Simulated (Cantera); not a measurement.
A Cantera script and its output.

```python
import numpy as np
import cantera as ct

gas = ct.Solution("gri30.yaml")
gas.TPX = 1275, 101325, {'N2O': 1, 'H2': 0.01, 'N2': 1.8}
reactor = ct.IdealGasConstPressureReactor(gas, energy="off", clone=False)
net = ct.ReactorNet([reactor])
net.rtol, net.atol = 1e-08, 1e-18
show = ['N2O', 'H2', 'H2O2', 'OH', 'N2', 'O', 'NO']
times = np.geomspace(0.0003, 6, 13)

steps = ct.SolutionArray(gas, extra=["t"])
rows = []
print(f"{'t/s':>10s}{'T/K':>9s}{'P/Pa':>11s}" + "".join(f"{s:>11s}" for s in show))
for t in times:
    while net.time < t:
        t_next = net.step()
        steps.append(gas.state, t=t_next)
    rows.append([np.interp(t, steps.t, y) for y in (steps.T, steps.P, *steps(*show).X.T)])
    print(f"{t:10.3e}{rows[-1][0]:9.1f}{rows[-1][1]:11.4g}" + "".join(f"{x:11.3e}" for x in rows[-1][2:]))
rate = np.gradient(steps.T, steps.t)
print("integrator steps:", len(steps.t))
if steps.T.max() > steps.T[0] + 200:
    print(f"time of steepest temperature rise: {steps.t[rate.argmax()]:.4e} s")
gas.TPX = 1275, 101325, {'N2O': 1, 'H2': 0.01, 'N2': 1.8}
gas.equilibrate("TP")
print(f"equilibrium (TP): T = {gas.T:.1f} K  " + "  ".join(f"{s} {gas[s].X[0]:.3e}" for s in show))
```

It prints:

```
       t/s      T/K       P/Pa        N2O         H2       H2O2         OH         N2          O         NO
 3.000e-04   1275.0  1.013e+05  3.551e-01  3.087e-03  4.366e-08  2.828e-05  6.412e-01  4.005e-06  3.702e-05
 6.848e-04   1275.0  1.013e+05  3.539e-01  2.209e-03  6.832e-08  3.341e-05  6.422e-01  4.359e-06  8.899e-05
 1.563e-03   1275.0  1.013e+05  3.519e-01  1.057e-03  5.271e-08  2.777e-05  6.438e-01  4.694e-06  1.849e-04
 3.568e-03   1275.0  1.013e+05  3.492e-01  3.062e-04  2.286e-08  1.838e-05  6.456e-01  4.916e-06  3.778e-04
 8.143e-03   1275.0  1.013e+05  3.447e-01  4.502e-05  7.773e-09  1.260e-05  6.481e-01  4.944e-06  8.156e-04
 1.859e-02   1275.0  1.013e+05  3.352e-01  1.246e-06  4.987e-09  1.184e-05  6.531e-01  4.856e-06  1.816e-03
 4.243e-02   1275.0  1.013e+05  3.149e-01  2.794e-08  4.889e-09  1.255e-05  6.637e-01  4.700e-06  3.964e-03
 9.684e-02   1275.0  1.013e+05  2.744e-01  2.381e-08  4.788e-09  1.268e-05  6.850e-01  4.422e-06  8.169e-03
 2.210e-01   1275.0  1.013e+05  2.045e-01  1.996e-08  4.256e-09  1.197e-05  7.218e-01  3.868e-06  1.505e-02
 5.045e-01   1275.0  1.013e+05  1.135e-01  1.456e-08  3.126e-09  1.017e-05  7.703e-01  2.842e-06  2.294e-02
 1.152e+00   1275.0  1.013e+05  3.821e-02  7.400e-09  1.547e-09  7.020e-06  8.113e-01  1.388e-06  2.763e-02
 2.629e+00   1275.0  1.013e+05  5.404e-03  1.774e-09  3.349e-10  3.186e-06  8.299e-01  2.876e-07  2.841e-02
 6.000e+00   1275.0  1.013e+05  1.043e-04  4.822e-10  5.662e-11  1.290e-06  8.329e-01  4.619e-08  2.838e-02
integrator steps: 2030
equilibrium (TP): T = 1275.0 K  N2O 2.067e-08  H2 4.318e-10  H2O2 5.315e-11  OH 1.248e-06  N2 8.471e-01  O 4.319e-08  NO 2.950e-04
```

Cantera simulation using GRI-Mech 3.0 (53 species, 325 reactions); the numbers are that mechanism's predictions, not measurements. GRI-Mech 3.0 was tuned for natural gas; its chemistry of N2O as a main component is partial and can be far from experiment. The mechanism lacks the step 2 NO + O2 → 2 NO2, which can matter for NO2 below about 1400 K. The temperature is held fixed by assumption; the heat of reaction is taken as removed at once.
